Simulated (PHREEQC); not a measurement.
Synthetic water in mmol/kgw, 33 °C, pH 7.32, pe 9.9:

| constituent | mmol/kgw |
|---|---|
| Na | 285 |
| K | 0.15 |
| Ca | 14.6 |
| Mg | 25.9 |
| Cl | 323 |
| S(6) | 27.6 |
| Alkalinity (meq/kgw) | 0.185 |
| Cd | 0.255 |

Valence states are taken as typed.

Model: ion-association model, wateq4f.dat, run in PHREEQC.

The ionic strength comes out as 0.400 mol/kgw. What activity coefficients do Cd+2, CaHCO3+, NaSO4-, SO4-2, Mg+2 get?

Cd+2 0.28, CaHCO3+ 0.72, NaSO4- 0.70, SO4-2 0.22, Mg+2 0.30.

Precipitation was switched off in this run. Species that the database lacks are ignored.
